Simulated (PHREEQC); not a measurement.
0.029 g of hydrous ferric oxide (600 m²/g; 0.2 weak and 0.005 strong sites per Fe, Dzombak-Morel constants, diffuse double layer) in 1 kg of water with 0.01 mol/kgw of an inert sodium salt, at 25 °C; the pH is set by adding NaOH or the inert anion's acid. O2 is buffered at 0.21 atm. CO2 from the air is kept out. No solid was allowed to form.

Base run: PHREEQC, ion-association model, wateq4f.dat. Each further column changes one thing. The table gives surface charge σ (C/m²).

```json
[
 {"pH": "3", "base": "0.324", "background salt from 0.01 to 0.001 mol/kgw": "0.252", "oxide from 0.029 to 0.15 g/kgw": "0.325", "0.00014 mol/kgw Ag2SO4 added": "0.049"},
 {"pH": "4", "base": "0.216", "background salt from 0.01 to 0.001 mol/kgw": "0.117", "oxide from 0.029 to 0.15 g/kgw": "0.216", "0.00014 mol/kgw Ag2SO4 added": "0.045"},
 {"pH": "4.5", "base": "0.160", "background salt from 0.01 to 0.001 mol/kgw": "0.078", "oxide from 0.029 to 0.15 g/kgw": "0.160", "0.00014 mol/kgw Ag2SO4 added": "0.043"},
 {"pH": "5", "base": "0.113", "background salt from 0.01 to 0.001 mol/kgw": "0.050", "oxide from 0.029 to 0.15 g/kgw": "0.113", "0.00014 mol/kgw Ag2SO4 added": "0.039"},
 {"pH": "6", "base": "0.049", "background salt from 0.01 to 0.001 mol/kgw": "0.019", "oxide from 0.029 to 0.15 g/kgw": "0.050", "0.00014 mol/kgw Ag2SO4 added": "0.027"},
 {"pH": "7", "base": "0.017", "background salt from 0.01 to 0.001 mol/kgw": "0.006", "oxide from 0.029 to 0.15 g/kgw": "0.017", "0.00014 mol/kgw Ag2SO4 added": "0.015"},
 {"pH": "7.5", "base": "0.008", "background salt from 0.01 to 0.001 mol/kgw": "0.003", "oxide from 0.029 to 0.15 g/kgw": "0.008", "0.00014 mol/kgw Ag2SO4 added": "0.008"},
 {"pH": "8", "base": "0.001", "background salt from 0.01 to 0.001 mol/kgw": "0.000", "oxide from 0.029 to 0.15 g/kgw": "0.001", "0.00014 mol/kgw Ag2SO4 added": "0.001"},
 {"pH": "9", "base": "-0.013", "background salt from 0.01 to 0.001 mol/kgw": "-0.004", "oxide from 0.029 to 0.15 g/kgw": "-0.013", "0.00014 mol/kgw Ag2SO4 added": "-0.012"}
]
```

The oxide is taken as insoluble; below pH 4 it would dissolve.
